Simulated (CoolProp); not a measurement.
Computed with CoolProp (reference Helmholtz-energy equation of state, McLinden 2015).

Q: For the fluoroketone C6F12O (FK-5-1-12), give the phase and the density (kg/m³), cv (kJ/(kg K)), speed of sound (m/s) at 457.3 K and 0.668 MPa.

A: 
- 457.3 K and 0.668 MPa: gas; density 62.9, cv 1.01, speed of sound 98.8
